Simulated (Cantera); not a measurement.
## Hydrocarbon pyrolysis for carbon deposition

An isothermal, constant-pressure homogeneous reactor starts with CH4 : H2 = 1 : 43 (molar parts), at 1473 K and 20.0 Torr.

Computed with Cantera and GRI-Mech 3.0 (53 species, 325 reactions). GRI-Mech 3.0 stops at C3 and has no aromatics, soot or wall deposition, so with more carbon than oxygen in the feed, carbon stays in small species such as C2H2 where larger ones or solid carbon would form. Radical loss at walls, strong at low pressure, is not modelled.

| t (s) | x CH4 | x H2 | x C2H | x C2H4 | x CH3 | x C2H2 | x H |
|---|---|---|---|---|---|---|---|
| 1.00e-6 | 0.0227 | 0.977 | <1e-12 | <1e-12 | 2.14e-10 | <1e-12 | 2.17e-10 |
| 5.29e-6 | 0.0227 | 0.977 | <1e-12 | <1e-12 | 1.10e-9 | <1e-12 | 1.18e-9 |
| 2.79e-5 | 0.0227 | 0.977 | <1e-12 | <1e-12 | 5.24e-9 | <1e-12 | 6.80e-9 |
| 0.000148 | 0.0227 | 0.977 | <1e-12 | <1e-12 | 2.26e-8 | <1e-12 | 4.11e-8 |
| 0.000781 | 0.0227 | 0.977 | <1e-12 | <1e-12 | 1.10e-7 | <1e-12 | 2.27e-7 |
| 0.00413 | 0.0227 | 0.977 | <1e-12 | 2.99e-11 | 5.70e-7 | <1e-12 | 1.21e-6 |
| 0.0218 | 0.0227 | 0.977 | <1e-12 | 4.57e-9 | 2.99e-6 | 4.92e-11 | 6.37e-6 |
| 0.115 | 0.0227 | 0.977 | <1e-12 | 7.48e-7 | 1.47e-5 | 1.03e-7 | 3.14e-5 |
| 0.609 | 0.0226 | 0.977 | 3.76e-12 | 1.14e-5 | 3.11e-5 | 3.48e-5 | 6.66e-5 |
| 3.22 | 0.0220 | 0.978 | 3.73e-11 | 1.43e-5 | 3.05e-5 | 0.000341 | 6.73e-5 |
| 17.0 | 0.0191 | 0.979 | 1.93e-10 | 2.53e-5 | 2.70e-5 | 0.00174 | 6.85e-5 |
| 90.0 | 0.0110 | 0.983 | 6.60e-10 | 5.79e-5 | 1.64e-5 | 0.00565 | 7.24e-5 |
x: mole fraction; the columns are a selection and need not sum to one.

Equilibrium at this temperature and pressure: CH4 0.00292, H2 0.987, C2H 1.20e-9, C2H4 9.37e-5, CH3 4.62e-6, C2H2 0.00959, H 7.75e-5 (gas phase only).
